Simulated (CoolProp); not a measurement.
The fluid at 293.15 K and 0.355 MPa (stagnation) flows isentropically through a choked orifice. The same conditions are run with several fluids, on thermodynamics alone (safety and materials aside).

Model: reference Helmholtz-energy equation of state of each fluid (C3F8 (R218): Lemmon 2006; R115: Lemmon 2016; ethane: Bücker 2006; R1132(E): Akasaka 2024; R404A: Lemmon 2003), in CoolProp. Blends and air are pseudo-pure fits.

```tsv
fluid	throat to inlet pressure ratio	mass flux (kg/(m² s))	throat temperature (K)
C3F8 (R218)	0.602	___	283.5
R115	___	1810	___
ethane	0.565	817	266.0
R1132(E)	0.573	1190	___
R404A	___	___	___
```

**Question.** Complete the blanks.

**Answer.** 
- C3F8 (R218), mass flux (kg/(m² s)): 1980
- R115, throat to inlet pressure ratio: 0.595
- R115, throat temperature (K): 280.4
- R1132(E), throat temperature (K): 269.8
- R404A, throat to inlet pressure ratio: 0.587
- R404A, mass flux (kg/(m² s)): 1450
- R404A, throat temperature (K): 276.4
